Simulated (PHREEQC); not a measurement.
PHREEQC input (ion-association model, wateq4f.dat):

```
SOLUTION_MASTER_SPECIES
  An  An-  0  An  62.0  # stands for a non-complexing anion
SOLUTION_SPECIES
  An- = An-
    -log_k 0
    -gamma 3.0 0
PHASES
  Fix_H+
    H+ = H+
    -log_k 0
SOLUTION 1
  temp 25
  units mmol/kgw
  pH 7 charge
  Cl 18.2
  Ba 9.1
  Na 5
  An 5
END
SELECTED_OUTPUT 1
  -reset false
  -pH true
  -pe true
  -ionic_strength true
  -water true
  -totals Ba Cl Na
  -molalities Hfo_wOH Hfo_wOH2+ Hfo_wO- Hfo_sOH Hfo_sOH2+ Hfo_sO- Hfo_sOHBa+2 Hfo_wOBa+
  -saturation_indices Halite
USER_PUNCH 1
  -headings sigma psi
  10 PUNCH EDL("sigma", "Hfo"), EDL("psi", "Hfo")
PRINT
  -reset false
USE solution 1
SURFACE 1
  Hfo_wOH 0.00516854 600 2.3
  Hfo_sOH 0.000129213
EQUILIBRIUM_PHASES 1
  Fix_H+ -3 HAn 10
    -force_equality true
  O2(g) -0.68 10
END
# ... the last block is repeated for the other 12 points of pH, with NaOH or the acid as the point needs
```

Selected output (columns that matter, 13 of 13 rows; pH added in front):

```
pH	mu	Ba	Cl	Na	m_Hfo_wOH	m_Hfo_wOH2+	m_Hfo_wO-	m_Hfo_sOH	m_Hfo_sOH2+	m_Hfo_sO-	m_Hfo_sOHBa+2	si_Halite	sigma	psi
3	0.035972	0.0091	0.0182	0.005	0.00025318	0.0049151	2.9878e-07	6.3292e-06	0.00012287	7.4689e-09	8.3473e-09	-5.7766	0.35225	0.17758
3.5	0.034982	0.0091	0.0182	0.005	0.00064192	0.0045245	2.0864e-06	1.6044e-05	0.00011309	5.2147e-08	2.8096e-08	-5.7749	0.32413	0.17403
4	0.034394	0.0090999	0.0182	0.005	0.0012882	0.0038705	9.8223e-06	3.218e-05	9.6685e-05	2.4536e-07	1.0284e-07	-5.7739	0.27671	0.16636
4.5	0.033898	0.0090996	0.0182	0.005	0.0020564	0.0030806	3.1448e-05	5.1248e-05	7.6772e-05	7.8371e-07	4.0865e-07	-5.773	0.21858	0.15466
5	0.033466	0.0090983	0.0182	0.005	0.002759	0.0023349	7.4685e-05	6.8047e-05	5.7587e-05	1.842e-06	1.7371e-06	-5.7723	0.16218	0.13976
5.5	0.0331	0.0090924	0.0182	0.005	0.0032943	0.0017306	0.00014366	7.7489e-05	4.0706e-05	3.3792e-06	7.6382e-06	-5.7716	0.11464	0.12243
6	0.032767	0.0090696	0.0182	0.005	0.003654	0.0012745	0.00023999	6.9879e-05	2.4374e-05	4.5895e-06	3.037e-05	-5.771	0.077971	0.10337
6.5	0.03243	0.0090211	0.0182	0.005	0.0038667	0.00093561	0.00036609	3.7756e-05	9.1357e-06	3.5747e-06	7.8746e-05	-5.7704	0.051233	0.083188
7	0.032172	0.0089828	0.0182	0.005	0.0039521	0.00071484	0.00050055	9.9887e-06	1.8067e-06	1.2651e-06	0.00011615	-5.7699	0.031341	0.061086
7.5	0.032048	0.0089641	0.0182	0.0050388	0.0039604	0.00058482	0.00061442	1.6415e-06	2.4239e-07	2.5465e-07	0.00012707	-5.7664	0.01632	0.036719
8	0.032065	0.0088998	0.0182	0.0053302	0.0038914	0.00047406	0.00073178	2.4642e-07	3.002e-08	4.634e-08	0.00012889	-5.742	0.0049864	0.012084
8.5	0.031786	0.0085621	0.0182	0.0061197	0.0034888	0.00028186	0.00098924	5.8217e-08	4.7035e-09	1.6508e-08	0.00012913	-5.6815	-0.0028349	-0.0069431
9	0.031098	0.0078429	0.018199	0.0076139	0.0023973	8.4452e-05	0.001559	3.3253e-08	1.1714e-09	2.1625e-08	0.00012915	-5.5853	-0.0062082	-0.015196
```

Complexes and solids missing from the database can't appear. The oxide is taken as insoluble; below pH 4 it would dissolve.
